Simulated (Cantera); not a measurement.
## Premixed flame

A freely propagating, adiabatic, planar premixed flame of CH4 : H2 : O2 : N2 : H2O = 1 : 0.53 : 1.74 : 6.55 : 1.1 (molar parts), unburnt at 700 K and 760 Torr; mixture-averaged transport, grid criteria slope 0.08 and curve 0.16, no radiation.

Computed with Cantera and GRI-Mech 3.0 (53 species, 325 reactions). Burning velocities carry a grid error of a few per cent, more on coarse grids.

| z (mm) | T (K) | u (m/s) | x CH4 | x H2 | x O2 | x H2O | x C2H | x HCO |
|---|---|---|---|---|---|---|---|---|
| -1.11 | 700 | 1.39 | 0.0915 | 0.0490 | 0.159 | 0.101 | <1e-8 | <1e-8 |
| -0.743 | 703 | 1.40 | 0.0912 | 0.0499 | 0.159 | 0.101 | <1e-8 | <1e-8 |
| -0.557 | 714 | 1.42 | 0.0905 | 0.0509 | 0.158 | 0.102 | <1e-8 | <1e-8 |
| -0.372 | 782 | 1.56 | 0.0862 | 0.0531 | 0.154 | 0.110 | <1e-8 | <1e-8 |
| -0.186 | 1142 | 2.31 | 0.0624 | 0.0570 | 0.125 | 0.151 | <1e-8 | 1.45e-6 |
| -0.0929 | 1496 | 3.06 | 0.0359 | 0.0591 | 0.0876 | 0.191 | 1.97e-8 | 1.57e-5 |
| 0 | 1824 | 3.77 | 0.0107 | 0.0582 | 0.0446 | 0.232 | 5.44e-7 | 4.10e-5 |
| 0.0929 | 1985 | 4.11 | 0.00147 | 0.0537 | 0.0176 | 0.255 | 1.00e-6 | 2.31e-5 |
| 0.186 | 2034 | 4.21 | 0.000133 | 0.0504 | 0.00713 | 0.262 | 2.93e-7 | 4.11e-6 |
| 0.372 | 2064 | 4.25 | 1.22e-6 | 0.0499 | 0.00261 | 0.263 | <1e-8 | 1.69e-7 |
| 0.743 | 2095 | 4.30 | <1e-8 | 0.0506 | 0.00159 | 0.264 | <1e-8 | 9.37e-8 |
| 1.49 | 2129 | 4.36 | <1e-8 | 0.0505 | 0.000986 | 0.266 | <1e-8 | 6.94e-8 |
| 2.97 | 2161 | 4.42 | <1e-8 | 0.0502 | 0.000504 | 0.269 | <1e-8 | 4.72e-8 |
x: mole fraction of selected species; z is measured from the peak of heat release.

```
Item                         Value
------------------------  --------
laminar burning velocity  139 cm/s
thermal thickness         0.372 mm
peak x(C2H)                1.09e-6
peak x(HCO)                4.15e-5
grid points                    149
```
